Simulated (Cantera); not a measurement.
Input: 1 mol CaF2, 0.21 mol O2, 320 mol N2, equilibrated at 925 °C and 3.20 Pa.

These are equilibrium values from Cantera (NASA tables, ideal gas, pure condensed phases), not measurements of a reactor. Candidate condensed phases: Ca, CaF2, CaO; 22 gas species. Equilibrium is a limit: real reactors are often held back by kinetics, nucleation or transport.

Base state: N2 0.999, O2 0.000650, CaF2 1.71e-5, NO 1.21e-5 (mole fractions); condensed: CaF2(s).

**Question.** What changes in the equilibrium state with this change: temperature from 925 °C to 1227 °C?

**Answer.** 
| species | before | after |
|---|---|---|
| N2 | 0.999 | 0.996 |
| CaF2 | 1.71e-5 | 0.00311 |
| O2 | 0.000650 | 0.000608 |
| NO | 1.21e-5 | 7.40e-5 |
| O | 1.08e-7 | 1.77e-5 |
| CaF2(s), mol | 0.995 | 0 |

**Question.** What changes in the equilibrium state with this change: temperature from 925 °C to 1627 °C?

**Answer.** 
```json
[
 {"species": "N2", "before": "0.999", "after": "0.996"},
 {"species": "CaF2", "before": "1.71e-5", "after": "0.00303"},
 {"species": "O", "before": "1.08e-7", "after": "0.000730"},
 {"species": "CaF", "before": "<1e-9", "after": "7.74e-5"},
 {"species": "F", "before": "1.14e-9", "after": "8.61e-5"},
 {"species": "NO", "before": "1.21e-5", "after": "0.000195"},
 {"species": "O2", "before": "0.000650", "after": "0.000191"},
 {"species": "CaF2(s), mol", "before": "0.995", "after": "0"}
]
```

**Question.** What changes in the equilibrium state with this change: temperature from 925 °C to 1727 °C?

**Answer.** 
```json
[
 {"species": "N2", "before": "0.999", "after": "0.995"},
 {"species": "CaF2", "before": "1.71e-5", "after": "0.00291"},
 {"species": "O", "before": "1.08e-7", "after": "0.00100"},
 {"species": "F", "before": "1.14e-9", "after": "0.000227"},
 {"species": "CaF", "before": "<1e-9", "after": "0.000184"},
 {"species": "CaF2(s), mol", "before": "0.995", "after": "0"}
]
```
